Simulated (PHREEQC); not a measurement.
Make-up at 30 °C: 39 mmol/kgw TMAH and 8.9 mmol/kgw NaH2PO4. Closed to the air; pH follows from the charge balance.

All values are PHREEQC results (ion-association model, phreeqc.dat), not measurements.

```
quantity                  before   after
------------------------  ------  ------
pH                         12.11   12.43
ionic strength (mol/kgw)  0.0689  0.0707
```

Problem. What was changed between the two runs?
A) TMAH left out
B) TMAH from 0.039 to 0.0585 mol/kgw
C) TMAH replaced by (CH3)4NCl at the same molality
D) NaH2PO4 from 0.0089 to 0.0445 mol/kgw
E) temperature from 30 to 20 °C

Solution. E, temperature from 30 to 20 °C

This is a speciation only: nothing precipitates in the calculation. (CH3)4N+ isn't in the database: it is added as a free cation with an ion size of 4 Å.
